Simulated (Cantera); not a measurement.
A Cantera script and what it prints.

```python
import numpy as np
import cantera as ct

gas_names = [...]  # 116 gases of nasa_gas.yaml made of C, H, Mg, O
cond_names = """
    C(gr) C6H6(L) C7H8(L) C8H18(L),n-octa H2O(s) H2O(L) Mg(cr) Mg(L) MgCO3(s) MgO(s) MgO(L) MgO2H2(s)
""".split()


# ... load() reads the species with a 1 bar reference pressure and builds the phases ...
atoms = {
    'MgO': {'Mg': 1, 'O': 1},
    'CO': {'C': 1, 'O': 1},
    'H2': {'H': 2},
}
top_T = {'C(gr)': 4500}  # K; cautious upper limits of use, not melting points


# ... equilibrate(T, P, feed) seeds the gas with the atoms and calls Mixture.equilibrate('TP', solver="vcs", rtol=1e-11, max_steps=5000) ...
results = []
feed = {'MgO': 1, 'CO': 1.4, 'H2': 1.5}  # mol
P = 100000  # Pa
for T in [1650, 1700, 1750, 1800, 1850, 1900, 1950, 2000, 2050, 2100]:
    mix = equilibrate(T, P, feed)
    results.append((T, P, feed, dict(zip(mix.species_names, mix.species_moles))))
    x = sorted(zip(gas.X, gas.species_names), reverse=True)
    print(f"T = {T:g} K  P = {P:g} Pa  gas = {mix.phase_moles(0):.4g} mol")
    print("   x: " + "  ".join(f"{s} {v:.3e}" for v, s in x if v > 1e-06))
    print("   condensed (mol): " + ("  ".join(f"{mix.phase(i).name} {mix.phase_moles(i):.4g}"
          for i in range(1, mix.n_phases) if mix.phase_moles(i) > 1e-12) or "none"))
```

Result:

```
T = 1650 K  P = 100000 Pa  gas = 2.899 mol
   x: H2 5.167e-01  CO 4.826e-01  H2O 2.487e-04  CH4 2.289e-04  CO2 7.230e-05  Mg 7.047e-05  H 6.530e-05  C2H2,acetylene 9.813e-06
   condensed (mol): MgO(s) 0.9998
T = 1700 K  P = 100000 Pa  gas = 2.9 mol
   x: H2 5.167e-01  CO 4.826e-01  H2O 2.646e-04  Mg 1.857e-04  CH4 1.329e-04  H 1.059e-04  CO2 7.232e-05  C2H2,acetylene 7.838e-06  MgH 1.670e-06
   condensed (mol): MgO(s) 0.9995
T = 1750 K  P = 100000 Pa  gas = 2.901 mol
   x: H2 5.165e-01  CO 4.824e-01  Mg 3.680e-04  H2O 3.525e-04  H 1.671e-04  CO2 9.094e-05  CH4 6.339e-05  C2H2,acetylene 4.018e-06  MgH 3.448e-06
   condensed (mol): MgO(s) 0.9989
T = 1800 K  P = 100000 Pa  gas = 2.902 mol
   x: H2 5.162e-01  CO 4.823e-01  Mg 6.163e-04  H2O 5.251e-04  H 2.572e-04  CO2 1.284e-04  CH4 2.771e-05  MgH 6.000e-06  C2H2,acetylene 1.653e-06
   condensed (mol): MgO(s) 0.9982
T = 1850 K  P = 100000 Pa  gas = 2.903 mol
   x: H2 5.156e-01  CO 4.820e-01  Mg 9.608e-04  H2O 7.983e-04  H 3.868e-04  CO2 1.858e-04  CH4 1.214e-05  MgH 9.701e-06
   condensed (mol): MgO(s) 0.9972
T = 1900 K  P = 100000 Pa  gas = 2.905 mol
   x: H2 5.148e-01  CO 4.817e-01  Mg 1.445e-03  H2O 1.200e-03  H 5.694e-04  CO2 2.666e-04  MgH 1.510e-05  CH4 5.493e-06  MgOH 1.879e-06
   condensed (mol): MgO(s) 0.9958
T = 1950 K  P = 100000 Pa  gas = 2.907 mol
   x: H2 5.137e-01  CO 4.812e-01  Mg 2.120e-03  H2O 1.769e-03  H 8.216e-04  CO2 3.767e-04  MgH 2.287e-05  MgOH 3.689e-06  CH4 2.580e-06
   condensed (mol): MgO(s) 0.9938
T = 2000 K  P = 100000 Pa  gas = 2.911 mol
   x: H2 5.122e-01  CO 4.805e-01  Mg 3.046e-03  H2O 2.557e-03  H 1.164e-03  CO2 5.233e-04  MgH 3.385e-05  MgOH 6.992e-06  CH4 1.256e-06
   condensed (mol): MgO(s) 0.991
T = 2050 K  P = 100000 Pa  gas = 2.915 mol
   x: H2 5.101e-01  CO 4.796e-01  Mg 4.293e-03  H2O 3.626e-03  H 1.620e-03  CO2 7.155e-04  MgH 4.907e-05  MgOH 1.282e-05  OH 1.259e-06
   condensed (mol): MgO(s) 0.9873
T = 2100 K  P = 100000 Pa  gas = 2.921 mol
   x: H2 5.074e-01  CO 4.784e-01  Mg 5.946e-03  H2O 5.049e-03  H 2.219e-03  CO2 9.635e-04  MgH 6.974e-05  MgOH 2.281e-05  OH 2.630e-06
   condensed (mol): MgO(s) 0.9824
```

These are equilibrium values from Cantera (NASA tables, ideal gas, pure condensed phases), not measurements of a reactor. The tables' values for MgH are old estimates; treat these amounts as uncertain.
